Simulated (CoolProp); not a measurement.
The fluoroketone C6F12O (FK-5-1-12) along the isobar 3.3 bar: density (kg/m³) from the reference equation and from simpler models built on Tc = 441.8 K, pc = 18.69 bar, ω = 0.471; each cubic takes its own stable root.

Values from CoolProp's reference Helmholtz-energy equation of state, McLinden 2015.

| T (K) | phase | reference | ideal gas | Redlich-Kwong |
|---|---|---|---|---|
| 381.8 | gas | 37.18 | 32.85 | 36.43 |
| 391.7 | gas | 35.75 | 32.02 | 35.22 |
| 401.5 | gas | 34.49 | 31.24 | 34.11 |
| 411.4 | gas | 33.33 | 30.49 | 33.07 |
| 421.2 | gas | 32.28 | 29.78 | 32.11 |
| 431.1 | gas | 31.31 | 29.10 | 31.20 |
| 440.9 | gas | 30.41 | 28.45 | 30.36 |
| 450.8 | gas | 29.57 | 27.83 | 29.57 |
| 460.6 | gas | 28.80 | 27.23 | 28.82 |
| 470.5 | gas | 28.06 | 26.66 | 28.11 |
| 480.3 | gas | 27.38 | 26.12 | 27.45 |
| 490.2 | gas | 26.72 | 25.59 | 26.81 |
| 500 | gas | 26.11 | 25.09 | 26.21 |
